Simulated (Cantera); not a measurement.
Input: 1 mol Cu, 1.8 mol F2, 0.59 mol H2, equilibrated at 1.00 bar.

Cantera equilibrium calculation (NASA polynomials, part measured and part estimated; ideal gas, pure solids and liquids). Candidate condensed phases: Cu, CuF2; 15 gas species. The numbers say what is thermodynamically allowed, not how fast it happens.

x: gas mole fraction; n: condensed amount in mol.

| T (K) | x HF | x F2 | x F | x H2F2 | x CuF2 | x H3F3 | x H4F4 | n CuF2(s) |
|---|---|---|---|---|---|---|---|---|
| 450 | 0.846 | 0.151 | 2.49e-7 | 0.00216 | <1e-12 | 5.32e-6 | [?] | 1.00 |
| 550 | 0.848 | 0.151 | 1.25e-5 | 0.000522 | <1e-12 | 2.63e-7 | [?] | 1.00 |
| 650 | 0.849 | 0.151 | 0.000191 | 0.000192 | <1e-12 | 3.35e-8 | [?] | 1.00 |
| 750 | 0.848 | 0.150 | 0.00142 | 9.23e-5 | 3.98e-10 | 7.55e-9 | [?] | 1.00 |
| 850 | 0.846 | 0.147 | 0.00658 | 5.25e-5 | 5.31e-8 | 2.46e-9 | <1e-12 | 1.00 |
| 950 | 0.840 | 0.139 | 0.0217 | 3.34e-5 | 2.41e-6 | 1.03e-9 | <1e-12 | 1.000 |
| 1050 | 0.826 | 0.120 | 0.0545 | 2.27e-5 | 5.08e-5 | 4.99e-10 | <1e-12 | 1.000 |

**Question.** Complete the blanks.

**Answer.** 
- 450, x H4F4: 3.14e-8
- 550, x H4F4: 3.41e-10
- 650, x H4F4: 1.55e-11
- 750, x H4F4: 1.69e-12
